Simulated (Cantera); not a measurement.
A Cantera script and what it prints.

```python
import numpy as np
import cantera as ct

gas_names = [...]  # 109 gases of nasa_gas.yaml made of C, Cl, H, Si
cond_names = """
    C(gr) C6H6(L) C7H8(L) C8H18(L),n-octa Si(cr) Si(L) SiC(b)
""".split()


# ... load() reads the species with a 1 bar reference pressure and builds the phases ...
atoms = {
    'SiH2Cl2': {'Si': 1, 'H': 2, 'CL': 2},
    'C2H2': {'C': 2, 'H': 2},
    'H2': {'H': 2},
}
top_T = {'C(gr)': 4500, 'SiC(b)': 3050}  # K; cautious upper limits of use, not melting points


# ... equilibrate(T, P, feed) seeds the gas with the atoms and calls Mixture.equilibrate('TP', solver="vcs", rtol=1e-11, max_steps=5000) ...
results = []
feed = {'SiH2Cl2': 1, 'C2H2': 0.013, 'H2': 460}  # mol
P = 57000  # Pa
for T in [1423, 1498, 1573, 1648, 1723, 1798, 1873, 1948, 2023, 2098, 2173, 2248, 2323, 2398]:
    mix = equilibrate(T, P, feed)
    results.append((T, P, feed, dict(zip(mix.species_names, mix.species_moles))))

top = {s: max(r[3][s] / sum(r[3][g] for g in gas_names) for r in results) for s in gas_names}
cols = sorted((s for s in top if top[s] > 1e-05), key=lambda s: -top[s])[:9]
seen = [c for c in cond_names if any(r[3].get(c, 0) > 1e-12 for r in results)]
print("log10 of partial pressures in bar; condensed amounts in mol")
print(f"{'T/K':>10s}" + "".join(f"{s[:9]:>10s}" for s in cols + seen))
for T, P, feed, n in results:
    ng = sum(n[g] for g in gas_names)
    print(f"{T:10.4g}" + "".join(f"{np.log10(max(n[s] / ng * P / 1e5, 1e-99)):10.3f}" for s in cols)
          + "".join(f"{n.get(c, 0):10.4g}" for c in seen))
```

Output:

```
log10 of partial pressures in bar; condensed amounts in mol
       T/K        H2         H       HCL        Si      SiH2       SiH     SiCL2        CL      SiCL    Si(cr)     Si(L)    SiC(b)
      1423    -0.246    -5.301    -2.620    -8.816    -6.525    -8.287    -4.514    -7.761    -8.150    0.9517         0   0.02072
      1498    -0.246    -4.888    -2.620    -7.998    -6.082    -7.612    -4.488    -7.355    -7.625    0.9501         0    0.0211
      1573    -0.246    -4.514    -2.620    -7.260    -5.681    -7.001    -4.465    -6.988    -7.151    0.9477         0   0.02141
      1648    -0.246    -4.173    -2.621    -6.589    -5.318    -6.447    -4.445    -6.654    -6.722    0.9437         0   0.02167
      1723    -0.246    -3.862    -2.621    -6.007    -5.016    -5.973    -4.456    -6.348    -6.360         0    0.9394   0.02157
      1798    -0.246    -3.576    -2.620    -5.511    -4.776    -5.574    -4.501    -6.066    -6.065         0    0.9337   0.02101
      1873    -0.246    -3.313    -2.619    -5.055    -4.556    -5.208    -4.544    -5.806    -5.794         0    0.9196    0.0202
      1948    -0.247    -3.070    -2.618    -4.634    -4.353    -4.872    -4.584    -5.567    -5.544         0    0.8903   0.01867
      2023    -0.247    -2.845    -2.619    -4.245    -4.165    -4.560    -4.622    -5.346    -5.314         0    0.8328   0.01516
      2098    -0.248    -2.636    -2.619    -3.884    -3.991    -4.272    -4.659    -5.140    -5.102         0     0.724  0.006541
      2173    -0.249    -2.441    -2.621    -3.548    -3.830    -4.004    -4.695    -4.950    -4.905         0    0.5145         0
      2248    -0.251    -2.259    -2.624    -3.236    -3.681    -3.755    -4.731    -4.772    -4.723         0    0.1322         0
      2323    -0.253    -2.090    -2.624    -3.123    -3.722    -3.703    -4.940    -4.604    -4.730         0         0         0
      2398    -0.256    -1.931    -2.625    -3.084    -3.828    -3.720    -5.203    -4.446    -4.804         0         0         0
```

Cantera equilibrium calculation (NASA polynomials, part measured and part estimated; ideal gas, pure solids and liquids). Mutual solubility and eutectic melting of coexisting phases are not modelled. The tables' values for SiCl are old estimates; treat these amounts as uncertain. Gases not in the tables: Si2H6 and higher silanes.
